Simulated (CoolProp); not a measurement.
Vapour pressure (bar) of nitrous oxide: the reference equation beside estimates from Tc = 309.5 K, pc = 72.45 bar, ω = 0.161. Clausius-Clapeyron is anchored at 212 K with a constant enthalpy of vaporisation of 15.02 kJ/mol.

Computed with CoolProp (reference Helmholtz-energy equation of state, Lemmon 2006). It is a short technical equation, of lower accuracy than the large ones.

```csv
T (K),reference,Lee-Kesler,Clausius-Clapeyron,van der Waals,Redlich-Kwong,Soave-Redlich-Kwong,Peng-Robinson
212,4.088,4.094,4.088,12.98,5.258,4.093,4.094
215.4,4.730,4.739,4.677,14.09,6.028,4.737,4.730
218.8,5.445,5.457,5.328,15.27,6.878,5.456,5.439
222.1,6.214,6.229,6.023,16.46,7.781,6.230,6.201
225.5,7.088,7.107,6.809,17.75,8.798,7.110,7.069
228.9,8.051,8.073,7.669,19.11,9.906,8.082,8.025
232.3,9.108,9.132,8.608,20.53,11.11,9.149,9.075
235.7,10.26,10.29,9.630,22.02,12.41,10.32,10.23
239.1,11.53,11.55,10.74,23.58,13.82,11.59,11.48
242.4,12.86,12.88,11.90,25.15,15.28,12.94,12.81
245.8,14.34,14.37,13.19,26.84,16.90,14.44,14.29
249.2,15.95,15.97,14.59,28.60,18.64,16.07,15.89
252.6,17.68,17.70,16.08,30.44,20.50,17.83,17.63
256,19.55,19.56,17.68,32.34,22.47,19.73,19.50
```

Absolute difference from the reference over all 14 rows, mean and median: Lee-Kesler 0.2 and 0.2 %, Clausius-Clapeyron 5.4 and 5.8 %, van der Waals 128.0 and 120.0 %, Redlich-Kwong 21.6 and 21.5 %, Soave-Redlich-Kwong 0.5 and 0.5 %, Peng-Robinson 0.3 and 0.3 %.
